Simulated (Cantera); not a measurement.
Charge: 1 mol Al, 0.027 mol O2, 12 mol H2, at 0.180 Torr.

Equilibrium computed with Cantera from the NASA thermochemical tables; the gas is ideal and each condensed phase is pure. Candidate condensed phases: Al, Al2O3, H2O; 19 gas species. Kinetics and transport are ignored.

Q: At 1625 K, list the 5 most abundant gas species with their mole fractions, and the condensed phases.

A: H2 0.923, Al 0.0680, H 0.00437, Al2O 0.00416, AlH 0.000778. Condensed: gas only.
